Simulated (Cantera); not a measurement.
A perfectly stirred reactor is fed with NH3 : N2 = 1 : 0.11 (molar parts), at 25000 Pa; it is held at 2400 K, and followed from long to short residence time.

Model: the gas-phase N/H chemistry of the illustrative SiF4/NH3 mechanism in the Surface Chemkin manual (1991), integrated in Cantera. Walls and surfaces, which speed up NH3 decomposition in real reactors, are not modelled.

x: mole fraction; the columns are a selection and need not sum to one.

| τ (s) | x NH3 | x NH | x H | x N2 | x N |
|---|---|---|---|---|---|
| 2.7 | 0.000199 | (withheld) | 0.0248 | 0.285 | 2.12e-5 |
| 0.93 | 0.000461 | (withheld) | 0.0212 | 0.286 | 3.05e-5 |
| 0.32 | 0.00233 | (withheld) | 0.0119 | 0.287 | 2.64e-5 |
| 0.11 | 0.0155 | (withheld) | 0.00536 | 0.285 | 1.58e-5 |
| 0.038 | 0.0542 | (withheld) | 0.00325 | 0.277 | 1.35e-5 |
| 0.013 | 0.150 | (withheld) | 0.00207 | 0.257 | 1.25e-5 |
| 0.0045 | 0.332 | 0.000129 | 0.00123 | 0.218 | 1.12e-5 |
| 0.0015 | 0.575 | 0.000138 | 0.000623 | 0.166 | 8.52e-6 |
| 0.00053 | 0.752 | (withheld) | 0.000284 | 0.128 | 4.88e-6 |

**Question.** Complete the blanks.

**Answer.** 
- 2.7, x NH: 1.60e-5
- 0.93, x NH: 2.70e-5
- 0.32, x NH: 4.21e-5
- 0.11, x NH: 5.65e-5
- 0.038, x NH: 7.75e-5
- 0.013, x NH: 0.000104
- 0.00053, x NH: 0.000125
